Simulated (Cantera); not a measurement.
A counterflow diffusion flame at 101000 Pa, nozzles 20 mm apart: fuel side 66.0 % CO, 3.63 % H₂, 30.4 % CH₄ at 350 K, oxidiser side 21.0 % O₂, 79.0 % N₂ at 800 K, fuel mass flux 1.4 times the oxidiser's; mixture-averaged transport, no radiation.

Detailed kinetics in Cantera: GRI-Mech 3.0 (53 species, 325 reactions). GRI-Mech 3.0 has no aromatics or soot, which form on the fuel side of real flames. The maximum strain rate includes the flame's own expansion and is several times the mean.

x: mole fraction; the columns are a selection and need not sum to one.

```json
[
 {"oxidiser flux (kg/m²/s)": "0.61", "max strain (1/s)": "488", "mean strain (1/s)": "122", "T max (K)": "2172", "peak x OH": "0.00965", "peak x H": "0.00645", "peak x NO": "0.000274", "peak x CO": "0.660", "peak x C₂H₂": "0.00744"},
 {"oxidiser flux (kg/m²/s)": "0.77", "max strain (1/s)": "(withheld)", "mean strain (1/s)": "154", "T max (K)": "2155", "peak x OH": "0.00955", "peak x H": "0.00673", "peak x NO": "(withheld)", "peak x CO": "0.660", "peak x C₂H₂": "0.00728"},
 {"oxidiser flux (kg/m²/s)": "0.99", "max strain (1/s)": "(withheld)", "mean strain (1/s)": "198", "T max (K)": "2139", "peak x OH": "0.00945", "peak x H": "0.00703", "peak x NO": "(withheld)", "peak x CO": "0.660", "peak x C₂H₂": "0.00710"},
 {"oxidiser flux (kg/m²/s)": "1.3", "max strain (1/s)": "993", "mean strain (1/s)": "259", "T max (K)": "2123", "peak x OH": "0.00936", "peak x H": "0.00736", "peak x NO": "0.000205", "peak x CO": "0.660", "peak x C₂H₂": "0.00695"},
 {"oxidiser flux (kg/m²/s)": "1.6", "max strain (1/s)": "1210", "mean strain (1/s)": "319", "T max (K)": "2110", "peak x OH": "0.00924", "peak x H": "0.00759", "peak x NO": "0.000185", "peak x CO": "0.660", "peak x C₂H₂": "0.00676"},
 {"oxidiser flux (kg/m²/s)": "2", "max strain (1/s)": "1490", "mean strain (1/s)": "399", "T max (K)": "2094", "peak x OH": "0.00907", "peak x H": "0.00781", "peak x NO": "0.000164", "peak x CO": "0.660", "peak x C₂H₂": "0.00649"},
 {"oxidiser flux (kg/m²/s)": "2.6", "max strain (1/s)": "1920", "mean strain (1/s)": "519", "T max (K)": "2074", "peak x OH": "0.00882", "peak x H": "0.00802", "peak x NO": "0.000139", "peak x CO": "0.660", "peak x C₂H₂": "0.00612"},
 {"oxidiser flux (kg/m²/s)": "3.3", "max strain (1/s)": "2400", "mean strain (1/s)": "659", "T max (K)": "2054", "peak x OH": "0.00854", "peak x H": "0.00815", "peak x NO": "0.000117", "peak x CO": "0.660", "peak x C₂H₂": "0.00568"},
 {"oxidiser flux (kg/m²/s)": "4.2", "max strain (1/s)": "3020", "mean strain (1/s)": "838", "T max (K)": "2031", "peak x OH": "0.00818", "peak x H": "0.00819", "peak x NO": "9.41e-5", "peak x CO": "0.660", "peak x C₂H₂": "0.00512"}
]
```

Q: What belongs in the gaps?

A: 
- 0.77, max strain (1/s): 606
- 0.77, peak x NO: 0.000252
- 0.99, max strain (1/s): 767
- 0.99, peak x NO: 0.000228
